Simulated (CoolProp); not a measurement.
Vapour-liquid equilibrium of dimethyl ether (1) + n-pentane (2) at 268.5 K; x and y are mole fractions of (1).

Values from CoolProp's multi-fluid Helmholtz-energy mixture model, Wu 2011 and Thol 2019; pair parameters Bell 2016.

```tsv
x	bubble pressure, mixture model (MPa)	bubble pressure, Raoult's law (MPa)	y, mixture model	y, Raoult's law
0.05	0.02650	0.03001	0.293	0.376
0.15	0.04778	0.05063	0.655	0.669
0.25	0.07655	0.07124	0.815	0.793
0.35	0.1074	0.09186	0.887	0.861
0.45	0.1353	0.1125	0.924	0.904
0.55	0.1579	0.1331	0.944	0.933
0.65	0.1752	0.1537	0.957	0.955
0.75	0.1890	0.1743	0.967	0.972
0.85	0.2021	0.1949	0.977	0.985
0.95	0.2170	0.2155	0.990	0.995
```

The largest gap from Raoult's law is +20.3 % in bubble pressure, at x = 0.45. No azeotrope shows between x = 0.05 and 0.95.

The pair parameters rest on a limited set of measurements; away from them the model extrapolates. The gap from Raoult's law changes sign with composition, which may be real or a fault of the pair parameters; it wasn't checked against measurements.
